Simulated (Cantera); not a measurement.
Equilibrium for sublimation and decomposition of ceramics: TiC + C + N₂

A closed system holds: 1 mol TiC, 0.0056 mol C, 4.5 mol N₂, held at 5.20 Pa.

These are equilibrium values from Cantera (NASA tables, ideal gas, pure condensed phases), not measurements of a reactor. Candidate condensed phases: C, Ti, TiC, TiN; 13 gas species. TiC: taken at fixed stoichiometry. Kinetics and transport are ignored.

From 1350 °C to 1950 °C the condensed part is C(graphite) + TiC(s). From 2100 °C to 2250 °C the condensed part is TiC(s). At 2400 °C nothing is condensed.

| T (°C) | log p N₂ | log p Ti | log p C₃ | log p CN | log p C | log p C₂ | log p N | log p C₅ | n C(graphite) | n TiC(s) |
|---|---|---|---|---|---|---|---|---|---|---|
| 1350 | -4.28 | -13.03 | -15.55 | -11.03 | -14.87 | <-16 | -14.10 | <-16 | 0.00560 | 1.00 |
| 1500 | -4.28 | -11.27 | -13.30 | -9.84 | -12.91 | -14.39 | -12.79 | <-16 | 0.00559 | 1.00 |
| 1650 | -4.28 | -9.79 | -11.41 | -8.84 | -11.27 | -12.49 | -11.69 | -15.35 | 0.00548 | 1.000 |
| 1800 | -4.28 | -8.53 | -9.80 | -7.99 | -9.86 | -10.87 | -10.75 | -13.30 | 0.00489 | 1.000 |
| 1950 | -4.28 | -7.43 | -8.42 | -7.25 | -8.64 | -9.47 | -9.93 | -11.53 | 0.00261 | 0.997 |
| 2100 | -4.29 | -6.45 | -7.30 | -6.64 | -7.61 | -8.31 | -9.22 | -10.13 | 0 | 0.969 |
| 2250 | -4.32 | -5.60 | -6.30 | -6.11 | -6.69 | -7.28 | -8.60 | -8.88 | 0 | 0.764 |
| 2400 | -4.41 | -5.06 | -5.73 | -5.78 | -5.99 | -6.58 | -8.09 | -8.30 | 0 | 0 |
log p: log10 of the partial pressure in bar; n: condensed amount in mol.
